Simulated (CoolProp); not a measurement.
Vapour-liquid equilibrium of ethanol (1) + o-xylene (2) at 152.85 °C; x and y are mole fractions of (1).

Computed with CoolProp (multi-fluid Helmholtz-energy mixture model, Schroeder 2014 and Zhou 2012; pair parameters Bell 2016).

Problem. Give the bubble pressure and the first vapour's composition at x = 0.2, 0.35, 0.725. Is there an azeotrope?

Solution. x = 0.2: 0.5348 MPa, y = 0.774; x = 0.35: 0.6725 MPa, y = 0.831; x = 0.725: 0.8780 MPa, y = 0.908. No azeotrope shows between x = 0.05 and 0.95.

Pair parameters are fitted to limited data, so mixtures are less certain than the pure fluids. With so large a gap from Raoult's law the liquid may split in two, which this calculation doesn't test in full.
